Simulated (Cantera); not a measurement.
A Cantera script and what it prints.

```python
import numpy as np
import cantera as ct

gas_names = """
    O2 SiO B2O2 CO
""".split()
cond_names = """
    Si(cr) Si(L) B(b) B(L) Ti(a) Ti(b) Ti(L) Ti2O3(a) Ti2O3(b) Ti2O3(L) C(gr)
""".split()


# ... load() reads the species with a 1 bar reference pressure and builds the phases ...
species = {s.name: s for s in load("nasa_gas.yaml", gas_names) + load("nasa_condensed.yaml", cond_names)}
# Each term lists the table entries of one substance; the one whose range holds T is used.
reactions = {
    '2 Si + O2(g) = 2 SiO(g)':
        [(-2, ['Si(cr)', 'Si(L)']), (-1, ['O2']), (2, ['SiO'])],
    '2 B + O2(g) = B2O2(g)':
        [(-2, ['B(b)', 'B(L)']), (-1, ['O2']), (1, ['B2O2'])],
    '1.333 Ti + O2(g) = 0.6667 Ti2O3':
        [(-1.3333333333333333, ['Ti(a)', 'Ti(b)', 'Ti(L)']), (-1, ['O2']), (0.6666666666666666, ['Ti2O3(a)', 'Ti2O3(b)', 'Ti2O3(L)'])],
    '2 C + O2(g) = 2 CO(g)':
        [(-2, ['C(gr)']), (-1, ['O2']), (2, ['CO'])],
}


def pick(names, T):
    return next(species[n] for n in names if species[n].thermo.min_temp <= T <= species[n].thermo.max_temp)


results = []
for label, terms in reactions.items():
    print(label)
    print("     T/K   dH/kJ  dS/(J/K)   dG/kJ   log10 K")
    for T in [300, 925, 975, 1025, 1075, 1125, 1175, 1225, 1275, 1325, 1375]:
        used = [(nu, pick(names, T)) for nu, names in terms]
        dH = sum(nu * s.thermo.h(T) for nu, s in used) / 1e6
        dS = sum(nu * s.thermo.s(T) for nu, s in used) / 1e3
        dG = dH - T * dS / 1e3
        logK = -dG * 1e6 / (ct.gas_constant * T * np.log(10))
        results.append((label, T, dH, dS, dG, logK, [s.name for _, s in used]))
        print(f"{T:8g} {dH:8.1f} {dS:8.1f} {dG:8.1f} {logK:8.2f}")
```

Output:

```
2 Si + O2(g) = 2 SiO(g)
     T/K   dH/kJ  dS/(J/K)   dG/kJ   log10 K
     300   -200.9    180.3   -255.0    44.39
     925   -209.6    165.2   -362.4    20.46
     975   -210.4    164.3   -370.6    19.85
    1025   -211.2    163.5   -378.8    19.30
    1075   -212.1    162.7   -387.0    18.80
    1125   -212.9    161.9   -395.1    18.34
    1175   -213.8    161.1   -403.2    17.92
    1225   -214.7    160.4   -411.2    17.53
    1275   -215.6    159.7   -419.2    17.17
    1325   -216.6    158.9   -427.2    16.84
    1375   -217.5    158.2   -435.1    16.53
2 B + O2(g) = B2O2(g)
     T/K   dH/kJ  dS/(J/K)   dG/kJ   log10 K
     300   -456.0     25.8   -463.8    80.75
     925   -457.8     23.9   -479.9    27.10
     975   -458.1     23.6   -481.1    25.77
    1025   -458.5     23.2   -482.3    24.58
    1075   -458.8     22.9   -483.4    23.49
    1125   -459.2     22.5   -484.6    22.50
    1175   -459.6     22.2   -485.7    21.59
    1225   -460.0     21.9   -486.8    20.76
    1275   -460.4     21.5   -487.9    19.99
    1325   -460.8     21.2   -488.9    19.27
    1375   -461.3     20.9   -490.0    18.61
1.333 Ti + O2(g) = 0.6667 Ti2O3
     T/K   dH/kJ  dS/(J/K)   dG/kJ   log10 K
     300  -1013.9   -194.4   -955.6   166.37
     925  -1001.7   -174.0   -840.8    47.48
     975  -1000.7   -172.9   -832.1    44.58
    1025   -999.7   -172.0   -823.5    41.96
    1075   -999.0   -171.2   -814.9    39.60
    1125   -998.4   -170.7   -806.4    37.44
    1175  -1002.8   -174.5   -797.7    35.46
    1225  -1001.6   -173.5   -789.0    33.64
    1275  -1000.3   -172.5   -780.4    31.97
    1325   -999.1   -171.6   -771.8    30.43
    1375   -998.0   -170.7   -763.2    28.99
2 C + O2(g) = 2 CO(g)
     T/K   dH/kJ  dS/(J/K)   dG/kJ   log10 K
     300   -221.0    178.8   -274.7    47.82
     925   -223.1    177.5   -387.3    21.87
     975   -223.7    176.9   -396.2    21.22
    1025   -224.3    176.3   -405.0    20.64
    1075   -224.9    175.7   -413.8    20.11
    1125   -225.5    175.2   -422.6    19.62
    1175   -226.1    174.6   -431.3    19.17
    1225   -226.8    174.1   -440.0    18.76
    1275   -227.4    173.6   -448.7    18.38
    1325   -228.1    173.1   -457.4    18.03
    1375   -228.7    172.6   -466.0    17.70
```

Cantera with NASA thermochemical tables; ideal gases at 1 bar, condensed phases pure. Condensed species are held in their standard states even where they would react or evaporate.
